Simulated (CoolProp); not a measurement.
The fluid at 286.03 K and 5.95 MPa flows at 2.8 m/s in a round tube of 25 mm bore and 0.25 µm roughness, fully developed (64/Re and Nu = 3.66 if laminar; Colebrook and Gnielinski if turbulent). The same conditions are run with several fluids, on thermodynamics alone (safety and materials aside).

The numbers come from the reference Helmholtz-energy equation of state of each fluid (CH2F2 (R32): Tillner-Roth 1997; toluene: Lemmon 2006; n-octane: Beckmüller 2019; R134a: Tillner-Roth 1994; R123: Younglove 1994) in CoolProp.

| fluid | Reynolds number | Darcy friction factor | pressure drop (Pa/m) | heat-transfer coefficient (W/(m² K)) | mass flow (kg/h) |
|---|---|---|---|---|---|
| CH2F2 (R32) | 515000 | 0.0132 | 2140 | ? | 5100 |
| toluene | 90900 | ? | ? | 3220 | 4340 |
| n-octane | 78700 | 0.0190 | 2120 | ? | 3530 |
| R134a | 363000 | 0.0141 | ? | 4850 | ? |
| R123 | 204000 | 0.0157 | 3710 | ? | ? |

**Question.** Fill in the missing entries.

**Answer.** 
- CH2F2 (R32), heat-transfer coefficient (W/(m² K)): 6920
- toluene, Darcy friction factor: 0.0184
- toluene, pressure drop (Pa/m): 2530
- n-octane, heat-transfer coefficient (W/(m² K)): 3030
- R134a, pressure drop (Pa/m): 2810
- R134a, mass flow (kg/h): 6310
- R123, heat-transfer coefficient (W/(m² K)): 3490
- R123, mass flow (kg/h): 7470

Transport values come from each fluid's own correlations; those of CH2F2 (R32), R134a are estimates that may be off by 10 % or more.
